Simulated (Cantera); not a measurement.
Input: 1 mol Al2O3, 15 mol H2, held at 133 Pa.

Equilibrium computed with Cantera from the NASA thermochemical tables; the gas is ideal and each condensed phase is pure. Candidate condensed phases: Al, Al2O3, H2O; 19 gas species. The tables' values for AlOH are old estimates; treat these amounts as uncertain. Kinetics and transport are ignored.

x: gas mole fraction; n: condensed amount in mol.

| T (K) | x H2 | x H | x H2O | x Al | x Al2O | x AlOH | n Al2O3(s) |
|---|---|---|---|---|---|---|---|
| 600 | 1.00 | <1e-12 | <1e-12 | <1e-12 | <1e-12 | <1e-12 | 1.00 |
| 750 | 1.00 | 8.67e-12 | <1e-12 | <1e-12 | <1e-12 | <1e-12 | 1.00 |
| 900 | 1.00 | 3.20e-9 | <1e-12 | <1e-12 | <1e-12 | <1e-12 | 1.00 |
| 1050 | 1.00 | 2.22e-7 | 5.97e-11 | 2.58e-11 | <1e-12 | <1e-12 | 1.00 |
| 1200 | 1.000 | 5.40e-6 | 4.86e-9 | 2.69e-9 | 2.44e-11 | 3.16e-11 | 1.00 |
| 1350 | 1.000 | … | … | … | … | 1.73e-9 | 1.000 |
| 1500 | 1.000 | 0.000482 | 2.45e-6 | 1.48e-6 | 5.53e-8 | 4.12e-8 | 1.000 |
| 1650 | 0.997 | 0.00248 | 2.35e-5 | 1.40e-5 | 8.50e-7 | 5.39e-7 | 1.000 |
| 1800 | 0.990 | … | … | … | … | 4.50e-6 | 0.999 |
| 1950 | 0.968 | 0.0309 | 0.000750 | 0.000419 | 5.10e-5 | 2.64e-5 | 0.996 |
| 2100 | 0.914 | 0.0816 | 0.00283 | 0.00153 | 0.000239 | 0.000116 | 0.983 |

Q: Complete the blanks.

A: 
- 1350, x H: 6.53e-5
- 1350, x H2O: 1.53e-7
- 1350, x Al: 9.16e-8
- 1350, x Al2O: 1.85e-9
- 1800, x H: 0.00976
- 1800, x H2O: 0.000154
- 1800, x Al: 8.94e-5
- 1800, x Al2O: 7.98e-6
